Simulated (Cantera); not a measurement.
Charge: 1 mol PbO, 0.88 mol C, 1.1 mol H₂, 15 mol CO, held at 71.0 Pa.

Method: chemical equilibrium by Gibbs-energy minimisation in Cantera with the NASA 1993 tables (ideal gas, pure condensed phases). Candidate condensed phases: C, C₆H₆, C₇H₈, C₈H₁₈, H₂O, Pb, PbO, PbO₂, Pb₃O₄; 113 gas species. The numbers say what is thermodynamically allowed, not how fast it happens. All values below are at 1175 K.

Base state: CO 0.877, H₂ 0.0606, Pb 0.0556, CO₂ 0.00613, H₂O 0.000543 (mole fractions); condensed: gas only.

Problem. What changes in the equilibrium state with this change: pressure from 71.0 Pa to 1.10 bar?

Solution. 
```
species             before     after
----------------  --------  --------
CO                   0.877     0.909
H₂                  0.0606    0.0637
CO₂                0.00613    0.0246
Pb                  0.0556  0.000396
CH₄                  <1e-9   8.54e-5
H₂O               0.000543   0.00221
C(graphite), mol         0     0.325
Pb(l), mol               0     0.993
```
